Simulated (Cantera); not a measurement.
Feed: 1 mol TEOS, 1.8 mol O3, held at 1525 °C and 1.33 mbar.

Cantera equilibrium calculation (NASA polynomials, part measured and part estimated; ideal gas, pure solids and liquids). Candidate condensed phases: C, C6H6, C7H8, C8H18, H2O, Si, SiC, SiO2; 123 gas species. The feed counts by its element totals alone. The tables hold silica as quartz up to 1696 K and as liquid above; real silica turns to tridymite and cristobalite and melts near 1996 K. The numbers say what is thermodynamically allowed, not how fast it happens.

Base state: H2 0.506, CO 0.417, SiO 0.0508, H2O 0.0158, H 0.00687, CO2 0.00342, OH 1.41e-5 (mole fractions); condensed: SiO2(condensed).

Q: What changes in the equilibrium state with this change: TEOS replaced by SiF4?

A: 
```tsv
species	before	after
O2	2.05e-9	0.727
SiF4	0	0.270
O	1.48e-7	0.00279
H2	0.506	0
CO	0.417	0
H2O	0.0158	0
SiO	0.0508	2.70e-6
H	0.00687	0
CO2	0.00342	0
F	0	0.000432
SiF3	0	0.000239
SiO2(condensed), mol	0.0335	0.000154
```
The tables' values for SiF3 are old estimates; treat these amounts as uncertain.

Q: What changes in the equilibrium state with this change: temperature from 1525 °C to 1075 °C?

A: 
```json
[
 {"species": "H2", "before": "0.506", "after": "0.561"},
 {"species": "CO", "before": "0.417", "after": "0.438"},
 {"species": "SiO", "before": "0.0508", "after": "0.00149"},
 {"species": "H2O", "before": "0.0158", "after": "3.59e-6"},
 {"species": "OH", "before": "1.41e-5", "after": "<1e-9"},
 {"species": "CO2", "before": "0.00342", "after": "1.43e-6"},
 {"species": "H", "before": "0.00687", "after": "4.76e-5"},
 {"species": "SiO2(condensed), mol", "before": "0.0335", "after": "0"},
 {"species": "SiC(s), mol", "before": "0", "after": "0.191"},
 {"species": "SiO2(β-quartz), mol", "before": "0", "after": "0.782"}
]
```
Mutual solubility and eutectic melting of coexisting phases are not modelled.
